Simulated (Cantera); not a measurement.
Input: 1 mol SiH2Cl2, 4.8 mol NH3, 1.7 mol N2, equilibrated at 2.30 mbar.

These are equilibrium values from Cantera (NASA tables, ideal gas, pure condensed phases), not measurements of a reactor. Candidate condensed phases: NH4Cl, Si, Si3N4; 28 gas species. Gases not in the tables: Si2H6 and higher silanes. Equilibrium is a limit: real reactors are often held back by kinetics, nucleation or transport.

Problem. What share of the Si ends up in condensed phases as a function of T (K), at 1175, 1225, 1275, 1325, 1375, 1425, 1475, 1525, 1575, 1625, 1675, 1725, 1775, 1825?

Solution. 
```tsv
T (K)	Si condensed (%)	as
1175	99.7	Si3N4(s)
1225	99.5	Si3N4(s)
1275	99.0	Si3N4(s)
1325	97.8	Si3N4(s)
1375	95.4	Si3N4(s)
1425	91.0	Si3N4(s)
1475	84.3	Si3N4(s)
1525	75.5	Si3N4(s)
1575	65.6	Si3N4(s)
1625	55.5	Si3N4(s)
1675	50.7	Si(s)
1725	51.0	Si(l)
1775	51.3	Si(l)
1825	50.8	Si(l)
```
